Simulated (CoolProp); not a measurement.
Hydrogen chloride along the isotherm 219.5 K: fugacity coefficient from the reference equation and from simpler models built on Tc = 324.7 K, pc = 83.14 bar, ω = 0.130; each cubic takes its own stable root.

Computed with CoolProp (reference Helmholtz-energy equation of state, Thol 2018).

```tsv
p (bar)	phase	reference
104	liquid	0.04845
208	liquid	0.02911
312	liquid	0.02327
416	liquid	0.02088
520	liquid	0.01994
624	liquid	0.01980
727	liquid	0.02019
831	liquid	0.02098
```

**Question.** How far does each simpler model (van der Waals, Peng-Robinson) lie from the reference over these 8 states: mean and median of the absolute difference, and the worst?

**Answer.** 
- van der Waals: mean 382.3 %, median 371.3 %, worst +578.3 % at 219.5 K and 831 bar
- Peng-Robinson: mean 1.8 %, median 1.8 %, worst +2.5 % at 219.5 K and 831 bar
